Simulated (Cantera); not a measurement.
Charge: 1 mol AlN, 0.061 mol HI, a varied amount of O₂, equilibrated at 1173.15 K and 0.0160 bar.

Equilibrium computed with Cantera from the NASA thermochemical tables; the gas is ideal and each condensed phase is pure. Candidate condensed phases: Al, AlI₃, AlN, Al₂O₃, H₂O, I₂; 41 gas species. Mutual solubility and eutectic melting of coexisting phases are not modelled. The numbers say what is thermodynamically allowed, not how fast it happens.

Question: Which condensed phases are stable at each of these points (n(O₂) (mol)): 0.01, 0.016, 0.024, 0.036, 0.054, 0.082, 0.12, 0.19, 0.28, 0.43, 0.65, 0.98, 1.5?

Answer: 
```
n(O₂) (mol)   condensed phases  Al condensed (%)
-----------  -----------------  ----------------
0.01         AlN(s) + Al₂O₃(s)              99.1
0.016        AlN(s) + Al₂O₃(s)              99.1
0.024        AlN(s) + Al₂O₃(s)              99.2
0.036        AlN(s) + Al₂O₃(s)              99.3
0.054        AlN(s) + Al₂O₃(s)              99.3
0.082        AlN(s) + Al₂O₃(s)              99.4
0.12         AlN(s) + Al₂O₃(s)              99.5
0.19         AlN(s) + Al₂O₃(s)              99.6
0.28         AlN(s) + Al₂O₃(s)              99.7
0.43         AlN(s) + Al₂O₃(s)              99.8
0.65         AlN(s) + Al₂O₃(s)              99.8
0.98                  Al₂O₃(s)             100.0
1.5                   Al₂O₃(s)             100.0
```

From 0.01 mol O₂ to 0.65 mol O₂ the condensed part is AlN(s) + Al₂O₃(s). From 0.98 mol O₂ to 1.5 mol O₂ the condensed part is Al₂O₃(s).
